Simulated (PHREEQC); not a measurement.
NaOH is added in steps, without added water, to 1 kg of water holding 0.003 mol/kgw HF, 0.0003 mol/kgw NH4F, 1.8e-05 mol/kgw H4SiO4 and 0.017 mol/kgw HCl, at 30 °C. O2 is buffered at 0.21 atm. The system is closed to CO2. The run lets Chalcedony, Halite precipitate or redissolve, and no other solid.

Base run: PHREEQC, ion-association model, phreeqc.dat. Each further column changes one thing. The table gives F- (mol/kgw).

| NaOH added (mol) | base | Davies equation for every ion | Debye-Hückel limiting law | metal-ligand complexes left out | all activity coefficients set to 1 |
|---|---|---|---|---|---|
| 0 | 0.000145 | 0.000147 | 0.000153 | 0.000145 | 0.000115 |
| 0.002875 | 0.000172 | 0.000175 | 0.000182 | 0.000172 | 0.000137 |
| 0.00575 | 0.000213 | 0.000216 | 0.000224 | 0.000213 | 0.000169 |
| 0.008625 | 0.000277 | 0.000281 | 0.000292 | 0.000277 | 0.000222 |
| 0.0115 | 0.000394 | 0.000399 | 0.000414 | 0.000394 | 0.000320 |
| 0.01438 | 0.000660 | 0.000667 | 0.000687 | 0.000661 | 0.000555 |
| 0.01725 | 0.00145 | 0.00145 | 0.00148 | 0.00145 | 0.00134 |
| 0.02013 | 0.00327 | 0.00327 | 0.00327 | 0.00330 | 0.00326 |
| 0.023 | 0.00327 | 0.00327 | 0.00327 | 0.00330 | 0.00326 |

SiF6-2 is the database's only silicon fluoride.
